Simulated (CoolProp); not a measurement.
Vapour-liquid equilibrium of R152A (1) + isobutane (2) at 347.5 K; x and y are mole fractions of (1).

Model: multi-fluid Helmholtz-energy mixture model, Outcalt 1996 and Bücker 2006; pair parameters Bell 2016, in CoolProp.

| x | bubble pressure, mixture model (bar) | bubble pressure, Raoult's law (bar) | y, mixture model | y, Raoult's law |
|---|---|---|---|---|
| 0.05 | 13.35 | 12.38 | 0.121 | 0.084 |
| 0.15 | [?] | 13.26 | [?] | 0.235 |
| 0.25 | 17.65 | 14.15 | [?] | 0.367 |
| 0.35 | [?] | 15.03 | 0.488 | 0.483 |
| 0.45 | 20.30 | 15.91 | [?] | 0.587 |
| 0.55 | 21.17 | 16.79 | 0.626 | 0.680 |
| 0.65 | 21.75 | 17.67 | 0.690 | 0.763 |
| 0.75 | 22.04 | 18.55 | 0.758 | 0.839 |
| 0.85 | 21.95 | 19.43 | [?] | 0.908 |
| 0.95 | 21.34 | 20.32 | 0.936 | 0.971 |

Q: Fill in the missing entries.

A: 
- 0.15, bubble pressure, mixture model (bar): 15.75
- 0.15, y, mixture model: 0.288
- 0.25, y, mixture model: 0.401
- 0.35, bubble pressure, mixture model (bar): 19.14
- 0.45, y, mixture model: 0.560
- 0.85, y, mixture model: 0.836

The largest gap from Raoult's law is +27.6 % in bubble pressure, at x = 0.45. y crosses x between x = 0.75 and 0.85: the model has an azeotrope there.

The pair parameters rest on a limited set of measurements; away from them the model extrapolates.
